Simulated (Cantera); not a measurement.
# N2O furnace oxynitridation

An isothermal, constant-pressure homogeneous reactor starts with 98.0 % N2O, 1.96 % H2O, at 1325 K and 0.0590 bar.

Computed with Cantera and GRI-Mech 3.0 (53 species, 325 reactions). GRI-Mech 3.0 was tuned for natural gas; its chemistry of N2O as a main component is partial and can be far from experiment. The mechanism lacks the step 2 NO + O2 → 2 NO2, which can matter for NO2 below about 1400 K. The temperature is held fixed by assumption; the heat of reaction is taken as removed at once.

```csv
t (s),x N2O,x H2O,x H2,x NO,x N2,x O2
3.00e-6,0.980,0.0196,<1e-12,3.44e-9,5.08e-7,9.01e-9
2.62e-5,0.980,0.0196,<1e-12,2.32e-7,4.96e-6,6.09e-7
0.000228,0.980,0.0196,3.65e-11,8.45e-6,6.01e-5,2.21e-5
0.00199,0.979,0.0196,1.47e-8,9.90e-5,0.000596,0.000262
0.0173,0.972,0.0195,2.23e-7,0.000818,0.00534,0.00240
0.151,0.909,0.0191,1.26e-7,0.00663,0.0447,0.0203
1.32,0.536,0.0167,1.09e-7,0.0419,0.278,0.128
11.5,0.0191,0.0133,1.16e-7,0.0881,0.601,0.278
100,1.86e-6,0.0132,1.37e-8,0.0884,0.614,0.285
```
x: mole fraction; the columns are a selection and need not sum to one.

Equilibrium at this temperature and pressure: N2O 7.76e-9, H2O 0.0132, H2 1.28e-8, NO 0.000534, N2 0.658, O2 0.329 (gas phase only).
